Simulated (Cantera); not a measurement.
Input (Python, Cantera):

```python
import numpy as np
import cantera as ct

gas = ct.Solution("gri30.yaml")
gas.TPX = 1075, 13332, {'H2': 1.8, 'O2': 1, 'N2': 6.7}
inlet = ct.Reservoir(gas, clone=True)

reactor = ct.IdealGasConstPressureReactor(gas, energy="off", clone=False)
exhaust = ct.Reservoir(gas, clone=True)
tau = [4.6, 2.1, 0.96, 0.44, 0.2, 0.091, 0.042, 0.019, 0.0087][0]
for a, b in ((inlet, reactor), (reactor, exhaust)):
    ct.MassFlowController(a, b, mdot=lambda t: reactor.mass / tau)
net = ct.ReactorNet([reactor])
show = ['H2', 'O2', 'N2O', 'OH', 'H2O', 'NO']

rows = []
print(f"{'tau/s':>10s}{'T/K':>9s}" + "".join(f"{s:>11s}" for s in show))
for tau in [4.6, 2.1, 0.96, 0.44, 0.2, 0.091, 0.042, 0.019, 0.0087]:
    net.initial_time = 0.0
    net.advance(30 * tau)
    before = gas.X
    net.advance(40 * tau)
    drift = np.max(np.abs(gas.X - before) / (gas.X + 1e-9))
    rows.append([gas.T, *gas[show].X, drift])
    print(f"{tau:10.3e}{gas.T:9.1f}" + "".join(f"{x:11.3e}" for x in gas[show].X))
```

Output:

```
     tau/s      T/K         H2         O2        N2O         OH        H2O         NO
 4.600e+00   1075.0  4.763e-04  1.183e-02  3.664e-08  1.299e-04  2.087e-01  1.380e-07
 2.100e+00   1075.0  7.869e-04  1.197e-02  2.952e-08  1.697e-04  2.083e-01  2.077e-07
 9.600e-01   1075.0  1.287e-03  1.222e-02  2.375e-08  2.212e-04  2.076e-01  3.244e-07
 4.400e-01   1075.0  2.073e-03  1.263e-02  1.917e-08  2.876e-04  2.065e-01  5.058e-07
 2.000e-01   1075.0  3.294e-03  1.330e-02  1.557e-08  3.740e-04  2.047e-01  7.738e-07
 9.100e-02   1075.0  5.112e-03  1.434e-02  1.285e-08  4.845e-04  2.020e-01  1.134e-06
 4.200e-02   1075.0  7.670e-03  1.589e-02  1.084e-08  6.216e-04  1.978e-01  1.565e-06
 1.900e-02   1075.0  1.132e-02  1.823e-02  9.293e-09  7.972e-04  1.916e-01  2.035e-06
 8.700e-03   1075.0  1.622e-02  2.152e-02  8.102e-09  1.010e-03  1.828e-01  2.441e-06
```

Cantera simulation using GRI-Mech 3.0 (53 species, 325 reactions); the numbers are that mechanism's predictions, not measurements. The temperature is held fixed by assumption; the heat of reaction is taken as removed at once.
